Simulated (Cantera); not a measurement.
A closed system holds: 1 mol Pb, 0.13 mol O2, 11 mol H2, 0.28 mol CO, equilibrated at 1150 K and 0.350 bar.

Equilibrium computed with Cantera from the NASA thermochemical tables; the gas is ideal and each condensed phase is pure. Rates play no part.

| species | before | after |
|---|---|---|
| H2 | 0.952 | 0.865 |
| H2O | 0.0227 | 0.109 |
| CO | 0.0242 | 0.0224 |
| CO2 | 0.000485 | 0.00238 |
| Pb | 0.000828 | 0.000828 |
| CH4 | 0.000124 | 1.79e-5 |
| Pb(l), mol | 0.991 | 0.991 |
Gas species are given as mole fractions.

### Question
Which change was made?
A) CO from 0.28 to 2 mol
B) H2 from 11 to 7.5 mol
C) Pb replaced by PbO
D) temperature from 1150 K to 1598 K

### Answer
C, Pb replaced by PbO
